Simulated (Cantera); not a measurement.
A closed system holds: 1 mol B₂O₃, 2.7 mol H₂O, 15 mol N₂, equilibrated at 0.170 bar.

Cantera equilibrium calculation (NASA polynomials, part measured and part estimated; ideal gas, pure solids and liquids). Candidate condensed phases: B, BN, B₂O₃, B₃O₃H₃, H₂O; 39 gas species. Gases not in the tables: H₃BO₃. Kinetics and transport are ignored.

Problem. At 1275 K, list the 4 most abundant gas species with their mole fractions, and the condensed phases.

Solution. N₂ 0.847, H₂O 0.151, HBO₂ 0.00213, (HBO₂)₃ 0.000217. Condensed: B₂O₃(l).
